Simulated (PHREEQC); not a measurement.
# Nickel, zinc or cadmium bath: speciation

Dissolve 0.092 mol ZnSO4 and 0.003 mol NaCl per kg of water at 25 °C. Closed to the air; pH follows from the charge balance.

Computed with PHREEQC (ion-association model, wateq4f.dat).

Each row changes one thing in this solution. This is a speciation only: nothing precipitates in the calculation.

```json
[
 {"case": "as made", "pH": "5.53", "ionic strength (mol/kgw)": "0.185"},
 {"case": "NaCl replaced by FeCl3 at the same molality", "pH": "(withheld)", "ionic strength (mol/kgw)": "(withheld)"},
 {"case": "0.0089 mol/kgw Cd(NO3)2 added", "pH": "5.51", "ionic strength (mol/kgw)": "0.205"},
 {"case": "ZnSO4 from 0.092 to 0.101 mol/kgw", "pH": "5.52", "ionic strength (mol/kgw)": "(withheld)"},
 {"case": "ZnSO4 replaced by CuSO4 at the same molality", "pH": "4.54", "ionic strength (mol/kgw)": "0.195"},
 {"case": "NaCl from 0.003 to 0.0003 mol/kgw", "pH": "5.54", "ionic strength (mol/kgw)": "0.181"},
 {"case": "NaCl left out", "pH": "5.54", "ionic strength (mol/kgw)": "0.181"},
 {"case": "ZnSO4 left out", "pH": "7.00", "ionic strength (mol/kgw)": "0.00300"}
]
```

Some entries are withheld; supply them.


- NaCl replaced by FeCl3 at the same molality, pH: 3.37
- NaCl replaced by FeCl3 at the same molality, ionic strength (mol/kgw): 0.189
- ZnSO4 from 0.092 to 0.101 mol/kgw, ionic strength (mol/kgw): 0.201

Some of these states are supersaturated (in Fe(OH)3(a), Hematite (slow to form), Antlerite, for instance).
